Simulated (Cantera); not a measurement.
Input: 1 mol SiHCl₃, 0.013 mol C₂H₄, a varied amount of H₂, held at 2375 K and 100000 Pa.

Cantera equilibrium calculation (NASA polynomials, part measured and part estimated; ideal gas, pure solids and liquids). Candidate condensed phases: C, C₆H₆, C₇H₈, C₈H₁₈, Si, SiC; 109 gas species. Mutual solubility and eutectic melting of coexisting phases are not modelled. Gases not in the tables: Si₂H₆ and higher silanes. The numbers say what is thermodynamically allowed, not how fast it happens.

What share of the Si ends up in condensed phases as a function of n(H₂) (mol), at 6.4, 9.6, 14, 21, 32, 48, 72, 110, 160, 240, 360?


| n(H₂) (mol) | Si condensed (%) | as |
|---|---|---|
| 6.4 | 26.7 | Si(l) + SiC(s) |
| 9.6 | 35.8 | Si(l) + SiC(s) |
| 14 | 43.8 | Si(l) + SiC(s) |
| 21 | 51.0 | Si(l) + SiC(s) |
| 32 | 56.2 | Si(l) + SiC(s) |
| 48 | 58.1 | Si(l) |
| 72 | 56.3 | Si(l) |
| 110 | 49.0 | Si(l) |
| 160 | 36.4 | Si(l) |
| 240 | 13.8 | Si(l) |
| 360 | 0.0 | - |
